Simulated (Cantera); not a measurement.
Input (Python, Cantera) and output of one run.

```python
import numpy as np
import cantera as ct

gas_names = [...]  # 169 gases of nasa_gas.yaml made of C, H, N, O
cond_names = """
    C(gr) C6H6(L) C7H8(L) C8H18(L),n-octa H2O(s) H2O(L)
""".split()


# ... load() reads the species with a 1 bar reference pressure and builds the phases ...
atoms = {
    'n-butane': {'C': 4, 'H': 10},
    'O2': {'O': 2},
    'N2': {'N': 2},
}
top_T = {'C(gr)': 4500}  # K; cautious upper limits of use, not melting points


# ... equilibrate(T, P, feed) seeds the gas with the atoms and calls Mixture.equilibrate('TP', solver="vcs", rtol=1e-11, max_steps=5000) ...
results = []
feed = {'n-butane': 1, 'O2': 0.056, 'N2': 24}  # mol
P = 340  # Pa
for T in [3000, 3500, 4000, 4500, 5000]:
    mix = equilibrate(T, P, feed)
    results.append((T, P, feed, dict(zip(mix.species_names, mix.species_moles))))
    x = sorted(zip(gas.X, gas.species_names), reverse=True)
    print(f"T = {T:g} K  P = {P:g} Pa  gas = {mix.phase_moles(0):.4g} mol")
    print("   x: " + "  ".join(f"{s} {v:.3e}" for v, s in x if v > 0.0001))
    print("   condensed (mol): " + ("  ".join(f"{mix.phase(i).name} {mix.phase_moles(i):.4g}"
          for i in range(1, mix.n_phases) if mix.phase_moles(i) > 1e-12) or "none"))
```

It prints:

```
T = 3000 K  P = 340 Pa  gas = 35.14 mol
   x: N2 6.640e-01  H 2.549e-01  CN 2.660e-02  C3 1.828e-02  HCN 8.955e-03  H2 8.857e-03  C 8.706e-03  CO 3.187e-03  C2 3.179e-03  HNC 1.690e-03  C2H 9.294e-04  C2N2 2.135e-04  N 1.946e-04  C2H2,acetylene 1.879e-04  C5 1.141e-04
   condensed (mol): none
T = 3500 K  P = 340 Pa  gas = 37.05 mol
   x: N2 6.293e-01  H 2.677e-01  C 5.603e-02  CN 3.322e-02  C2 3.961e-03  CO 3.023e-03  N 3.014e-03  C3 2.268e-03  H2 6.987e-04  HCN 5.605e-04  HNC 1.482e-04
   condensed (mol): none
T = 4000 K  P = 340 Pa  gas = 38.13 mol
   x: N2 6.099e-01  H 2.620e-01  C 8.551e-02  N 2.377e-02  CN 1.499e-02  CO 2.936e-03  C2 6.641e-04
   condensed (mol): none
T = 4500 K  P = 340 Pa  gas = 40.15 mol
   x: N2 5.381e-01  H 2.490e-01  N 1.132e-01  C 9.072e-02  CN 5.896e-03  CO 2.740e-03
   condensed (mol): none
T = 5000 K  P = 340 Pa  gas = 45.74 mol
   x: N2 3.544e-01  N 3.385e-01  H 2.186e-01  C 8.326e-02  CN 2.100e-03  CO 1.785e-03  O 6.622e-04  Electron 2.904e-04  C+ 2.854e-04
   condensed (mol): none
```

These are equilibrium values from Cantera (NASA tables, ideal gas, pure condensed phases), not measurements of a reactor.
